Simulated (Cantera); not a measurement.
Feed: 1 mol K₂CO₃, 0.94 mol CO₂, 0.081 mol H₂, held at 1.00 bar.

These are equilibrium values from Cantera (NASA tables, ideal gas, pure condensed phases), not measurements of a reactor. Candidate condensed phases: C, C₆H₆, C₇H₈, C₈H₁₈, H₂O, K, KOH, KO₂, K₂CO₃, K₂O, K₂O₂; 116 gas species. The numbers say what is thermodynamically allowed, not how fast it happens.

Problem. Which condensed phases are stable at each of these points (T (K)): 823, 923, 1023, 1123, 1223, 1323, 1423, 1523, 1623, 1723?

Solution. 
| T (K) | condensed phases | K condensed (%) |
|---|---|---|
| 823 | K₂CO₃(s) | 100.0 |
| 923 | K₂CO₃(s) | 100.0 |
| 1023 | K₂CO₃(s) | 100.0 |
| 1123 | K₂CO₃(s) | 100.0 |
| 1223 | K₂CO₃(l) | 100.0 |
| 1323 | K₂CO₃(l) | 99.9 |
| 1423 | K₂CO₃(l) | 99.6 |
| 1523 | K₂CO₃(l) | 98.7 |
| 1623 | K₂CO₃(l) | 96.3 |
| 1723 | K₂CO₃(l) | 92.4 |

From 823 K to 1123 K the condensed part is K₂CO₃(s). From 1223 K to 1723 K the condensed part is K₂CO₃(l).
